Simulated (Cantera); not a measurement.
Charge: 1 mol CH₃SiCl₃, 1.3 mol HCl, 81 mol H₂, held at 2298 K and 100000 Pa.

Cantera equilibrium calculation (NASA polynomials, part measured and part estimated; ideal gas, pure solids and liquids). Candidate condensed phases: C, C₆H₆, C₇H₈, C₈H₁₈, Si, SiC; 109 gas species. The feed counts by its element totals alone. The tables' values for SiCl are old estimates; treat these amounts as uncertain. Gases not in the tables: Si₂H₆ and higher silanes. The numbers say what is thermodynamically allowed, not how fast it happens.

Base state: H₂ 0.940, HCl 0.0472, H 0.00929, SiCl₂ 0.00126, C₂H₂ (acetylene) 0.000896, Cl 0.000336, Si 0.000277, SiH₂ 0.000132 (mole fractions); condensed: SiC(s).

Task: What changes in the equilibrium state with this change: pressure from 100000 Pa to 13300 Pa?

Result: 
```json
[
 {"species": "H₂", "before": "0.940", "after": "0.922"},
 {"species": "HCl", "before": "0.0472", "after": "0.0466"},
 {"species": "H", "before": "0.00929", "after": "0.0252"},
 {"species": "Si", "before": "0.000277", "after": "0.00157"},
 {"species": "SiC₂", "before": "8.46e-6", "after": "8.39e-5"},
 {"species": "CH₄", "before": "8.97e-5", "after": "1.52e-5"},
 {"species": "Si₂C", "before": "2.24e-5", "after": "0.000127"},
 {"species": "Cl", "before": "0.000336", "after": "0.000917"},
 {"species": "SiC(s), mol", "before": "0.833", "after": "0.705"}
]
```

Task: What changes in the equilibrium state with this change: temperature from 2298 K to 1448 K?

Result: 
```tsv
species	before	after
H₂	0.940	0.950
HCl	0.0472	0.0493
CH₄	8.97e-5	0.000465
H	0.00929	8.98e-6
SiCl₂	0.00126	0.000302
Si	0.000277	<1e-9
SiH	9.90e-5	<1e-9
SiC(s), mol	0.833	0.960
```
The tables' values for SiCl₃ are old estimates; treat these amounts as uncertain.
